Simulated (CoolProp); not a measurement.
A single-stage vapour-compression cycle with the fluid: evaporating at 277.15 K (dew point), condensing at 326.15 K (bubble point), superheat 2 K, subcooling 2 K, compressor efficiency 0.9, no pressure losses. The same conditions are run with several fluids, on thermodynamics alone (safety and materials aside).

Values from CoolProp's reference Helmholtz-energy equation of state of each fluid (R1132(E): Akasaka 2024; n-pentane: Thol 2019; R113: Marx 1992; propylene: Lemmon 2013; R404A: Lemmon 2003; hydrogen sulfide: Lemmon 2006). Blends and air are pseudo-pure fits.

Question: Rank R1132(E), n-pentane, R113, propylene, R404A, hydrogen sulfide by cooling COP, highest first.

Answer: R113 (4.26), n-pentane (4.21), hydrogen sulfide (3.89), propylene (3.75), R1132(E) (3.53), R404A (3.24)

```
fluid             pressure ratio  discharge temperature (K)  refrigerating effect (kJ/kg)  volumetric capacity (kJ/m³)
----------------  --------------  -------------------------  ----------------------------  ---------------------------
R1132(E)                    3.49                      349.5                           157                         4700
n-pentane                   5.97                      326.1                           276                          255
R113                        6.64                      326.1                           116                          172
propylene                   3.33                      341.3                           248                         3380
R404A                       3.63                      336.4                          90.7                         3100
hydrogen sulfide            3.26                      385.0                           351                         6800
```

The compression ends wet for: n-pentane; R113.
